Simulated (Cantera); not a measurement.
Charge: 1 mol TiCl4, 18 mol H2, held at 1102 °C and 1.43 Torr.

These are equilibrium values from Cantera (NASA tables, ideal gas, pure condensed phases), not measurements of a reactor. Candidate condensed phases: Ti, TiCl2, TiCl3, TiCl4; 10 gas species. The tables' values for TiCl2 are old estimates; treat these amounts as uncertain. The numbers say what is thermodynamically allowed, not how fast it happens.

### Question
What is the equilibrium state?

### Answer
```json
{
  "x(H2)": "0.896",
  "x(HCl)": "0.0531",
  "x(TiCl3)": "0.0476",
  "x(TiCl2)": "0.00277",
  "x(TiCl4)": "0.000904",
  "x(H)": "7.44e-5",
  "x(Cl)": "3.65e-6",
  "gas_amount": "19.52 mol",
  "log10 activity of Ti(β) (absent)": "-2.34",
  "log10 activity of TiCl4(l) (absent)": "-7.80"
}
```
